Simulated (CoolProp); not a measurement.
A Linde-Hampson liquefier for dry air: isothermal reversible compression at 200 K from 1 atm to 20 MPa, throttling to 1 atm, return gas leaving the recuperator 0 K below the feed. Each further row changes one setting.

Computed with CoolProp (reference Helmholtz-energy equation of state, Lemmon 2000). It is a pseudo-pure fit of the blend.

| case | liquid yield per pass | compression work (kJ/kg of gas) |
|---|---|---|
| as stated | 0.252 | 284 |
| high pressure 40 MPa | … | … |
| warm-end temperature 230 K | … | 337 |
| warm-end gap 5 K | … | 284 |

**Question.** What belongs in the gaps?

**Answer.** 
- high pressure 40 MPa, liquid yield per pass: 0.280
- high pressure 40 MPa, compression work (kJ/kg of gas): 323
- warm-end temperature 230 K, liquid yield per pass: 0.174
- warm-end gap 5 K, liquid yield per pass: 0.240
